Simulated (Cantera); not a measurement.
Charge: 1 mol C₂H₄, 0.15 mol CO₂, 6.8 mol H₂, held at 0.180 bar.

These are equilibrium values from Cantera (NASA tables, ideal gas, pure condensed phases), not measurements of a reactor. Candidate condensed phases: C, C₆H₆, C₇H₈, C₈H₁₈, H₂O; 110 gas species. Equilibrium is a limit: real reactors are often held back by kinetics, nucleation or transport. All values below are at 2498 K.

Base state: H₂ 0.902, H 0.0558, CO 0.0320, C₂H₂ (acetylene) 0.00968, C₄H₂ 4.29e-5, C₂H 4.28e-5, CH₃ 2.45e-5, CH₄ 2.21e-5 (mole fractions); condensed: C(graphite).

Q: What changes in the equilibrium state with this change: C₂H₄ replaced by CO?

A: 
| species | before | after |
|---|---|---|
| H₂ | 0.902 | 0.789 |
| CO | 0.0320 | 0.140 |
| H | 0.0558 | 0.0522 |
| H₂O | 1.27e-7 | 0.0176 |
| C₂H₂ (acetylene) | 0.00968 | <1e-9 |
| CO₂ | <1e-9 | 0.000506 |
| C(graphite), mol | 1.67 | 0 |
